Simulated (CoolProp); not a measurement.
Vapour-liquid equilibrium of ethane (1) + n-butane (2) at 230.5 K; x and y are mole fractions of (1).

The numbers come from the multi-fluid Helmholtz-energy mixture model, Bücker 2006 and Bücker 2006; pair parameters Kunz 2012 in CoolProp.

Q: Give the bubble pressure and the first vapour's composition at x = 0.35, 0.65, 0.8. Is there an azeotrope?

A: x = 0.35: 2.492 bar, y = 0.957; x = 0.65: 4.576 bar, y = 0.985; x = 0.8: 5.622 bar, y = 0.992. No azeotrope shows between x = 0.05 and 0.95.

The pair parameters rest on a limited set of measurements; away from them the model extrapolates.
